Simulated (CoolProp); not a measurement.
Model: reference Helmholtz-energy equation of state, Thol 2018, in CoolProp.

Problem. Give the vapour pressure (kPa), vapour density (kg/m³) of saturated hydrogen chloride at 177.8, 192 K.

Solution. 
```
T (K)  p (kPa)  vapour density (kg/m³)
-----  -------  ----------------------
177.8     54.1                    1.36
192        125                    2.96
```
